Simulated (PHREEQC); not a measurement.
Dissolve 1.1 mmol/kgw NaH2PO4 and 0.45 mmol/kgw H4SiO4 at 25 °C. Closed to the air; pH follows from the charge balance.

Computed with PHREEQC (ion-association model, wateq4f.dat).

This is a speciation only: nothing precipitates in the calculation.

**Question.** Predict the pH.

**Answer.** pH 5.10.

Examples of supersaturated solids here: Quartz (slow to form), Chalcedony (slow to form). Others may be too. Species that the database lacks are ignored. H3PO4, which wateq4f.dat lacks, is added to it with the constant of phreeqc.dat.
